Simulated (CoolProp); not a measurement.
Hydrogen chloride along the isotherm 184.7 K: density (kg/m³) from the reference equation and from simpler models built on Tc = 324.7 K, pc = 83.14 bar, ω = 0.130; each cubic takes its own stable root.

Computed with CoolProp (reference Helmholtz-energy equation of state, Thol 2018).

| p (bar) | phase | reference | van der Waals | Redlich-Kwong | Soave-Redlich-Kwong | Peng-Robinson |
|---|---|---|---|---|---|---|
| 2.63 | liquid | 1194 | 6.474 | 1044 | 1051 | 1186 |
| 5.98 | liquid | 1194 | 706.6 | 1044 | 1052 | 1186 |
| 13.6 | liquid | 1195 | 708.0 | 1045 | 1053 | 1187 |
| 31 | liquid | 1197 | 711.2 | 1047 | 1055 | 1189 |
| 70.5 | liquid | 1202 | 717.7 | 1052 | 1059 | 1193 |
| 161 | liquid | 1213 | 730.3 | 1062 | 1069 | 1202 |
| 365 | liquid | 1234 | 751.4 | 1081 | 1087 | 1220 |

At some of these states van der Waals gives the other phase, because its saturation line lies elsewhere.
